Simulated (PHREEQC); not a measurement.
Dissolve 26 mmol/kgw CdSO4, 170 mmol/kgw NaCl and 1.8 mmol/kgw CO2 at 25 °C. Closed to the air; pH follows from the charge balance.

Computed with PHREEQC (ion-association model, phreeqc.dat).

No solid was allowed to form.

Problem. What pH, ionic strength, density does the model give?

Solution. pH 4.61; ionic strength 0.211 mol/kgw; density 1.009 g/cm³.

Problem. In which forms is Cl present?

Solution. Cl- 85 %, CdCl+ 8.9 %, CdCl2 5.4 %, CdCl3- 0.7 % of the Cl.
